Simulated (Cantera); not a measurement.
Thermodynamics of abatement and gas-phase synthesis, feed H2O + SO2 + O2

Input: 1 mol H2O, 0.94 mol SO2, a varied amount of O2, held at 673.15 K and 0.100 bar.

Equilibrium computed with Cantera from the NASA thermochemical tables; the gas is ideal and each condensed phase is pure. Candidate condensed phases: H2O, H2SO4, S; 19 gas species. Equilibrium is a limit: real reactors are often held back by kinetics, nucleation or transport.

From 0.44 mol O2 to 6.3 mol O2 nothing is condensed.

```csv
n(O2) (mol),x O2,x H2O,x SO3,x SO2,x H2SO4
0.44,0.00385,0.503,0.433,0.0392,0.0206
0.58,0.0595,0.475,0.436,0.0100,0.0196
0.75,0.131,0.440,0.406,0.00630,0.0169
0.98,0.213,0.399,0.370,0.00450,0.0140
1.3,0.304,0.353,0.328,0.00334,0.0110
1.7,0.392,0.309,0.288,0.00258,0.00842
2.2,0.475,0.268,0.249,0.00203,0.00631
2.8,0.549,0.230,0.215,0.00163,0.00468
3.7,0.627,0.191,0.178,0.00126,0.00321
4.8,0.692,0.158,0.147,0.000992,0.00219
6.3,0.751,0.127,0.119,0.000770,0.00143
```
x: gas mole fraction; nothing condenses.
